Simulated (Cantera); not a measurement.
An adiabatic, constant-volume homogeneous reactor starts with H₂ : O₂ : N₂ = 1 : 0.417 : 1.57 (molar parts), equivalence ratio 1.2, at 1050 K and 10.0 bar. Integrator tolerance rtol = 1e-08.

Model: GRI-Mech 3.0 (53 species, 325 reactions), integrated in Cantera. The hydrogen kinetics of GRI-Mech 3.0 are dated; newer H2 mechanisms differ, most at raised pressure. Above 3000 K some thermodynamic fits are extrapolated.

### Question
What does this change do: pressure from 10.0 bar to 21.0 bar?

### Answer
```
quantity                                                            before                                    after
---------------------------------  ---------------------------------------  ---------------------------------------
time of steepest temperature rise                                  2.39 ms                                  1.76 ms
temperature at 2.00 s                                               3132 K                                   3189 K
equilibrium temperature                                             3132 K                                   3189 K
x(H₂) at 2.00 s                      0.0775 (gas-phase equilibrium 0.0775)    0.0755 (gas-phase equilibrium 0.0755)
x(O₂) at 2.00 s                    0.00250 (gas-phase equilibrium 0.00250)  0.00183 (gas-phase equilibrium 0.00183)
x(N₂O) at 2.00 s                   1.35e-6 (gas-phase equilibrium 1.35e-6)  1.80e-6 (gas-phase equilibrium 1.80e-6)
x(H₂O₂) at 2.00 s                  1.55e-6 (gas-phase equilibrium 1.55e-6)  2.13e-6 (gas-phase equilibrium 2.13e-6)
x(NO) at 2.00 s                    0.00530 (gas-phase equilibrium 0.00530)  0.00483 (gas-phase equilibrium 0.00483)
x(OH) at 2.00 s                      0.0173 (gas-phase equilibrium 0.0173)    0.0150 (gas-phase equilibrium 0.0150)
x(HO₂) at 2.00 s                   7.38e-6 (gas-phase equilibrium 7.38e-6)  7.81e-6 (gas-phase equilibrium 7.81e-6)
```
The pressure lies above the range GRI-Mech 3.0 was tuned for (to about 10 atm).

### Question
What does this change do: pressure from 10.0 bar to 7.30 bar?

### Answer
```tsv
quantity	before	after
time of steepest temperature rise	2.39 ms	2.54 ms
temperature at 2.00 s	3132 K	3106 K
equilibrium temperature	3132 K	3106 K
x(H₂) at 2.00 s	0.0775 (gas-phase equilibrium 0.0775)	0.0783 (gas-phase equilibrium 0.0783)
x(O₂) at 2.00 s	0.00250 (gas-phase equilibrium 0.00250)	0.00283 (gas-phase equilibrium 0.00283)
x(N₂O) at 2.00 s	1.35e-6 (gas-phase equilibrium 1.35e-6)	1.18e-6 (gas-phase equilibrium 1.18e-6)
x(H₂O₂) at 2.00 s	1.55e-6 (gas-phase equilibrium 1.55e-6)	1.34e-6 (gas-phase equilibrium 1.34e-6)
x(NO) at 2.00 s	0.00530 (gas-phase equilibrium 0.00530)	0.00546 (gas-phase equilibrium 0.00546)
x(OH) at 2.00 s	0.0173 (gas-phase equilibrium 0.0173)	0.0183 (gas-phase equilibrium 0.0183)
x(HO₂) at 2.00 s	7.38e-6 (gas-phase equilibrium 7.38e-6)	7.11e-6 (gas-phase equilibrium 7.11e-6)
```
